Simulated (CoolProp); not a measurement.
Vapour-liquid equilibrium of CHF3 (R23) (1) + C2F6 (R116) (2) at 182.7 K; x and y are mole fractions of (1).

Model: multi-fluid Helmholtz-energy mixture model, Penoncello 2003 and Lemmon 2006; pair parameters Bell 2016, in CoolProp.

Problem. Give the bubble pressure and the first vapour's composition at x = 0.2, 0.65, 0.95. Is there an azeotrope?

Solution. x = 0.2: 0.7943 bar, y = 0.459; x = 0.65: 0.8588 bar, y = 0.580; x = 0.95: 0.7058 bar, y = 0.824. y crosses x between x = 0.5 and 0.65: the model has an azeotrope there.

The pair parameters rest on a limited set of measurements; away from them the model extrapolates. With so large a gap from Raoult's law the liquid may split in two, which this calculation doesn't test in full.
